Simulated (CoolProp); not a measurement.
Vapour-liquid equilibrium of toluene (1) + m-xylene (2) at 0.235 MPa; x and y are mole fractions of (1).

The numbers come from the multi-fluid Helmholtz-energy mixture model, Lemmon 2006 and Zhou 2012; pair parameters Bell 2016 in CoolProp.

| x | bubble temperature (°C) | y at the bubble point | dew temperature at overall composition x (°C) | liquid density (mol/L) |
|---|---|---|---|---|
| 0.05 | 171.3 | 0.091 | 172.3 | 6.841 |
| 0.15 | 167.2 | 0.255 | 169.9 | 6.967 |
| 0.25 | 163.3 | 0.395 | 167.3 | 7.093 |
| 0.35 | 159.7 | 0.515 | 164.6 | 7.219 |
| 0.45 | 156.4 | 0.617 | 161.7 | 7.346 |
| 0.55 | 153.4 | 0.704 | 158.6 | 7.474 |
| 0.65 | 150.8 | 0.781 | 155.3 | 7.603 |
| 0.75 | 148.4 | 0.849 | 151.8 | 7.734 |
| 0.85 | 146.1 | 0.911 | 148.3 | 7.870 |
| 0.95 | 144.1 | 0.971 | 144.8 | 8.009 |

No azeotrope shows between x = 0.05 and 0.95.

The pair parameters rest on a limited set of measurements; away from them the model extrapolates.
